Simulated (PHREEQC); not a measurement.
PHREEQC input (ion-association model, phreeqc.dat):

```
SOLUTION_SPECIES
  CO3-2 + 10 H+ + 8 e- = CH4 + 3 H2O  # shut off: no methane
    -log_k -100
    -delta_h 0
    -analytic -100
SOLUTION 1
  temp 25
  units mol/kgw
  pH 7 charge
END
SELECTED_OUTPUT 1
  -reset false
  -pH true
  -pe true
  -ionic_strength true
  -water true
  -totals C C(-4) C(4)
  -molalities H+ CO3-2 OH- HCO3- CO2 (CO2)2
USER_PUNCH 1
  -headings p_CO2(g) phi_CO2(g) p_H2O(g) phi_H2O(g) density
  10 PUNCH PR_P("CO2(g)"), PR_PHI("CO2(g)"), PR_P("H2O(g)"), PR_PHI("H2O(g)"), RHO
PRINT
  -reset false
USE solution 1
REACTION_TEMPERATURE 1
  50
GAS_PHASE 1
  -fixed_pressure
  -pressure 2
  -temperature 50
  -volume 20
  CO2(g) 2
  H2O(g) 0
END
# ... the last block is repeated for the other 12 points of P (atm)
```

Selected output (columns that matter, 13 of 13 rows; P (atm) added in front):

```
P (atm)	pH	mu	C	m_H+	m_OH-	m_CO2	m_(CO2)2	p_CO2(g)	phi_CO2(g)	p_H2O(g)	phi_H2O(g)	density
2	3.8636	0.00013881	0.036395	0.00013881	4.0572e-10	0.036158	4.9084e-05	1.8766	0.99143	0.1234	0.98367	0.98839
5	3.6596	0.00022285	0.093174	0.00022285	2.5497e-10	0.092311	0.00031992	4.8736	0.97858	0.12644	0.96111	0.98901
10	3.5118	0.00031421	0.18444	0.0003142	1.8249e-10	0.18165	0.0012388	9.8682	0.95741	0.13176	0.92399	0.99002
20	3.3708	0.00043624	0.35436	0.00043624	1.3311e-10	0.34498	0.0044684	19.856	0.91592	0.14357	0.85144	0.9919
30	3.2933	0.00052259	0.50744	0.00052259	1.1225e-10	0.48897	0.008977	29.843	0.87547	0.15722	0.78087	0.99363
40	3.2417	0.00058934	0.64378	0.00058934	1.0046e-10	0.61481	0.014192	39.827	0.83599	0.17323	0.71196	0.9952
50	3.2045	0.00064286	0.76356	0.00064286	9.2901e-11	0.7236	0.01966	49.808	0.79739	0.19237	0.64428	0.99662
75	3.1457	0.00073728	0.99231	0.00073728	8.272e-11	0.92704	0.032269	74.736	0.70403	0.26402	0.47574	0.99956
100	3.1153	0.00079165	1.1236	0.00079165	7.8656e-11	1.0414	0.040721	99.568	0.61382	0.43235	0.2949	1.0017
150	3.0861	0.00084734	1.2299	0.00084734	7.663e-11	1.1327	0.048179	149.06	0.47675	0.93553	0.14076	1.0047
200	3.0648	0.00089064	1.2957	0.00089064	7.6037e-11	1.1887	0.053054	198.61	0.40132	1.3893	0.097944	1.0073
300	3.0288	0.00096878	1.3929	0.00096878	7.605e-11	1.2707	0.060631	297.72	0.32676	2.2768	0.06383	1.0122
400	2.9972	0.0010429	1.4676	0.0010429	7.6862e-11	1.3331	0.066732	396.86	0.29341	3.1435	0.049365	1.0169
```

Constants without temperature data keep their 25 °C values here.
